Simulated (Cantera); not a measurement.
Charge: 1 mol Si, 0.79 mol O2, 2.2 mol N2, at 1002 °C and 133 Pa.

Equilibrium computed with Cantera from the NASA thermochemical tables; the gas is ideal and each condensed phase is pure. Candidate condensed phases: Si, SiO2, Si2N2O, Si3N4; 16 gas species. N2 is the only nitrogen source here; it is nearly inert below about 1500 K, so the nitride shown seldom forms there in practice. Mutual solubility and eutectic melting of coexisting phases are not modelled. The tables hold silica as quartz up to 1696 K and as liquid above; real silica turns to tridymite and cristobalite and melts near 1996 K. Equilibrium is a limit: real reactors are often held back by kinetics, nucleation or transport.

What is the equilibrium state?


| Item | Value |
|---|---|
| x(N2) | 1.000 |
| x(SiO) | 1.22e-5 |
| n(SiO2(β-quartz)) | 0.720 mol |
| n(Si2N2O(s)) | 0.140 mol |
| gas amount | 2.060 mol |
| log10 activity of Si(s) (absent) | -4.80 |
